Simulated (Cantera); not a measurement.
**Equilibrium for fluorocarbon and chlorocarbon gases: CHF₃ + HCl + H₂**

Charge: 1 mol CHF₃, 0.16 mol HCl, 11 mol H₂, held at 673 K and 13.3 mbar.

These are equilibrium values from Cantera (NASA tables, ideal gas, pure condensed phases), not measurements of a reactor. Candidate condensed phases: C, C₆H₆, C₇H₈, C₈H₁₈; 118 gas species. The numbers say what is thermodynamically allowed, not how fast it happens.

```json
{
  "x(H₂)": "0.658",
  "x(HF)": "0.247",
  "x(CH₄)": "0.0822",
  "x(HCl)": "0.0132",
  "gas_amount": "12.16 mol",
  "log10 activity of C(graphite) (absent)": "-0.03"
}
```
